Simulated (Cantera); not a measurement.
A closed system holds: 1 mol Fe, 3.3 mol SO2, 21 mol N2, equilibrated at 1.00 Torr.

Method: chemical equilibrium by Gibbs-energy minimisation in Cantera with the NASA 1993 tables (ideal gas, pure condensed phases). Candidate condensed phases: Fe, FeO, FeS, FeSO4, FeS2, Fe2O3, Fe2(SO4)3, Fe3O4, S; 19 gas species. The tables' stoichiometric FeO is somewhat more stable than real wüstite, so its field is too wide. FeO, FeS: taken at fixed stoichiometry. Gases not in the tables: S3 to S7. The numbers say what is thermodynamically allowed, not how fast it happens.

Task: Which condensed phases are stable at each of these points (T (K)): 700, 800, 900, 1000, 1100, 1200, 1300, 1400, 1500, 1600, 1700, 1800, 1900?

Result: 
| T (K) | condensed phases | Fe condensed (%) |
|---|---|---|
| 700 | FeS2(s) + Fe3O4(s) | 100.0 |
| 800 | FeS(s) + Fe3O4(s) | 100.0 |
| 900 | FeS(s) + Fe3O4(s) | 100.0 |
| 1000 | Fe3O4(s) | 100.0 |
| 1100 | Fe3O4(s) | 100.0 |
| 1200 | FeO(s) | 100.0 |
| 1300 | FeO(s) | 100.0 |
| 1400 | FeO(s) | 100.0 |
| 1500 | FeO(s) | 100.0 |
| 1600 | FeO(s) | 99.7 |
| 1700 | FeO(l) | 97.8 |
| 1800 | FeO(l) | 88.3 |
| 1900 | FeO(l) | 60.3 |

At 700 K the condensed part is FeS2(s) + Fe3O4(s). From 800 K to 900 K the condensed part is FeS(s) + Fe3O4(s). From 1000 K to 1100 K the condensed part is Fe3O4(s). From 1200 K to 1600 K the condensed part is FeO(s). From 1700 K to 1900 K the condensed part is FeO(l).
